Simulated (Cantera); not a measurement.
Ignition delay

Mixture: 21.3 % CO, 12.2 % H2, 14.0 % O2, 52.5 % N2, equivalence ratio 1.2, at 3.90 bar, adiabatic and at constant pressure. Ignition delay is the time to a rise of 400 K.

Computed with Cantera and GRI-Mech 3.0 (53 species, 325 reactions). The hydrogen kinetics of GRI-Mech 3.0 are dated; newer H2 mechanisms differ, most at raised pressure. Where the delays flatten at high temperature, the 400 K rule measures the pace of heat release, not the induction time.

```
T0 (K)  delay (ms)
------  ----------
1150        0.0364
1250        0.0146
1350       0.00882
1450       0.00629
1550       0.00497
1650       0.00424
1750       0.00386
1850       0.00369
```
